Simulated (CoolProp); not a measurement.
Nitrogen at 293.15 K and 1.21 MPa flows at 21 m/s in a round tube of 1 mm bore and 15 µm roughness, fully developed (64/Re and Nu = 3.66 if laminar; Colebrook and Gnielinski if turbulent). Each further row changes one setting.

The numbers come from the reference Helmholtz-energy equation of state, Span 2000 in CoolProp.

| case | Reynolds number | Darcy friction factor | pressure drop (Pa/m) | heat-transfer coefficient (W/(m² K)) | mass flow (kg/h) |
|---|---|---|---|---|---|
| as stated | 16500 | 0.0464 | 143000 | 2080 | ___ |
| velocity 42 m/s | 33000 | ___ | 554000 | 4150 | 1.66 |
| diameter 2 mm | 33000 | ___ | ___ | 1650 | ___ |

### Question
Complete the blanks.

### Answer

- as stated, mass flow (kg/h): 0.828
- velocity 42 m/s, Darcy friction factor: 0.0451
- diameter 2 mm, Darcy friction factor: 0.0365
- diameter 2 mm, pressure drop (Pa/m): 56200
- diameter 2 mm, mass flow (kg/h): 3.31

Viscosity comes from a separate model (Lemmon 2004). Thermal conductivity comes from a separate model (Lemmon 2004).
